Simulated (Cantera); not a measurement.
Feed: 1 mol B₂H₆, 0.17 mol NH₃, at 63.0 mbar.

Equilibrium computed with Cantera from the NASA thermochemical tables; the gas is ideal and each condensed phase is pure. Candidate condensed phases: B, BN; 15 gas species. The feed counts by its element totals alone. Mutual solubility and eutectic melting of coexisting phases are not modelled. Rates play no part. All values below are at 1225 K.

Base state: H₂ 1.000 (mole fractions); condensed: B(s) + BN(s).

Q: What changes in the equilibrium state with this change: B₂H₆ replaced by BF₃?

A: 
```json
[
 {"species": "BF₃", "before": "0", "after": "0.740"},
 {"species": "H₂", "before": "1.000", "after": "0.182"},
 {"species": "N₂", "before": "<1e-9", "after": "0.0608"},
 {"species": "HF", "before": "0", "after": "0.0168"},
 {"species": "BHF₂", "before": "0", "after": "0.000677"},
 {"species": "BF₂", "before": "0", "after": "3.12e-5"},
 {"species": "B(s), mol", "before": "1.83", "after": "0"},
 {"species": "BN(s), mol", "before": "0.170", "after": "0.00718"}
]
```
The tables' values for BF₂ are old estimates; treat these amounts as uncertain.
